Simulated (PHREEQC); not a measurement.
Dissolve 1.2 mmol/kgw AgF and 14 mmol/kgw LiNO3 at 45 °C. Closed to the air; pH follows from the charge balance.

Computed with PHREEQC (ion-association model, wateq4f.dat).

Precipitation was switched off in this run.

Q: Estimate the pH.

A: pH 6.94.

Away from 25 °C the constants follow the database's enthalpies or fits; those with neither stay at their 25 °C values.
